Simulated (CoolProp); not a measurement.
Vapour-liquid equilibrium of CHF3 (R23) (1) + R134a (2) at 197.9 K; x and y are mole fractions of (1).

Computed with CoolProp (multi-fluid Helmholtz-energy mixture model, Penoncello 2003 and Tillner-Roth 1994; pair parameters Bell 2016).

```tsv
x	bubble pressure, mixture model (kPa)	bubble pressure, Raoult's law (kPa)	y, mixture model	y, Raoult's law
0.05	12.14	12.48	0.577	0.591
0.125	22.21	23.15	0.785	0.797
0.2	32.26	33.81	0.863	0.873
0.275	42.39	44.48	0.905	0.912
0.35	52.63	55.14	0.931	0.937
0.425	63.04	65.81	0.948	0.953
0.5	73.62	76.47	0.961	0.965
0.575	84.38	87.14	0.971	0.974
0.65	95.30	97.80	0.979	0.981
0.725	106.4	108.5	0.985	0.986
0.8	117.5	119.1	0.990	0.991
0.875	128.8	129.8	0.994	0.995
0.95	140.0	140.5	0.998	0.998
```

The largest gap from Raoult's law is -4.7 % in bubble pressure, at x = 0.275. No azeotrope shows between x = 0.05 and 0.95.

Pair parameters are fitted to limited data, so mixtures are less certain than the pure fluids.
